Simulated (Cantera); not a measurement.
An adiabatic, constant-pressure homogeneous reactor starts with CH₄ : O₂ : N₂ : CO₂ = 1 : 2 : 7.52 : 0.35 (molar parts), at 1425 K and 19.0 bar. Integrator tolerance rtol = 1e-08.

Detailed kinetics in Cantera: GRI-Mech 3.0 (53 species, 325 reactions). The pressure lies above the range GRI-Mech 3.0 was tuned for (to about 10 atm).

Q: What does this change do: pressure from 19.0 bar to 1.00 bar?

A: 
```
quantity                                                            before                                      after
---------------------------------  ---------------------------------------  -----------------------------------------
time of steepest temperature rise                                 0.224 ms                                    2.76 ms
temperature at 0.400 s                                              2832 K                                     2656 K
equilibrium temperature                                             2832 K                                     2656 K
x(CH₄) at 0.400 s                    <1e-12 (gas-phase equilibrium <1e-12)      <1e-12 (gas-phase equilibrium <1e-12)
x(O₂) at 0.400 s                     0.0126 (gas-phase equilibrium 0.0126)      0.0196 (gas-phase equilibrium 0.0196)
x(CO₂) at 0.400 s                    0.0893 (gas-phase equilibrium 0.0893)      0.0758 (gas-phase equilibrium 0.0758)
x(HCN) at 0.400 s                  4.72e-9 (gas-phase equilibrium 4.72e-9)  7.36e-10 (gas-phase equilibrium 7.36e-10)
x(HCO) at 0.400 s                  1.07e-7 (gas-phase equilibrium 1.07e-7)    2.77e-8 (gas-phase equilibrium 2.77e-8)
x(C₂H₄) at 0.400 s                   <1e-12 (gas-phase equilibrium <1e-12)      <1e-12 (gas-phase equilibrium <1e-12)
```
